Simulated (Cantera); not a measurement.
A closed system holds: 1 mol HBr, 0.26 mol H2O, 2.8 mol H2, at 3275 K and 1400 Pa.

These are equilibrium values from Cantera (NASA tables, ideal gas, pure condensed phases), not measurements of a reactor. Candidate condensed phases: Br2, H2O; 12 gas species. The numbers say what is thermodynamically allowed, not how fast it happens.

Base state: H 0.768, Br 0.126, H2 0.0703, O 0.0279, OH 0.00430, HBr 0.00250, H2O 0.000976, O2 0.000151 (mole fractions); condensed: gas only.

### Question
What changes in the equilibrium state with this change: H2O from 0.26 to 0.14 mol?

### Answer
```json
[
 {"species": "H", "before": "0.768", "after": "0.775"},
 {"species": "Br", "before": "0.126", "after": "0.132"},
 {"species": "H2", "before": "0.0703", "after": "0.0717"},
 {"species": "O", "before": "0.0279", "after": "0.0157"},
 {"species": "O2", "before": "0.000151", "after": "4.79e-5"},
 {"species": "OH", "before": "0.00430", "after": "0.00244"},
 {"species": "H2O", "before": "0.000976", "after": "0.000561"},
 {"species": "HBr", "before": "0.00250", "after": "0.00263"}
]
```

### Question
What changes in the equilibrium state with this change: temperature from 3275 K to 1875 K?

### Answer
```tsv
species	before	after
H2	0.0703	0.692
HBr	0.00250	0.198
H2O	0.000976	0.0625
H	0.768	0.00461
O	0.0279	1.63e-7
Br	0.126	0.0425
O2	0.000151	6.46e-9
OH	0.00430	3.24e-5
Br2	3.70e-7	1.14e-5
```
